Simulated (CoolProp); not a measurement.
A Linde-Hampson liquefier for CF4 (R14): isothermal reversible compression at 320 K from 1 atm to 40 MPa, throttling to 1 atm, return gas leaving the recuperator 5 K below the feed. Each further row changes one setting.

Computed with CoolProp (reference Helmholtz-energy equation of state, Platzer 1990). This equation is an older, rougher fit; its heat capacities, sound speeds and derivatives of the liquid may be far off and weren't checked against measurements.

| case | liquid yield per pass | compression work (kJ/kg of gas) |
|---|---|---|
| as stated | (withheld) | 169 |
| warm-end temperature 350 K | (withheld) | 190 |
| warm-end gap 10 K | (withheld) | 169 |

Task: What belongs in the gaps?

Result: 
- as stated, liquid yield per pass: 0.242
- warm-end temperature 350 K, liquid yield per pass: 0.191
- warm-end gap 10 K, liquid yield per pass: 0.230
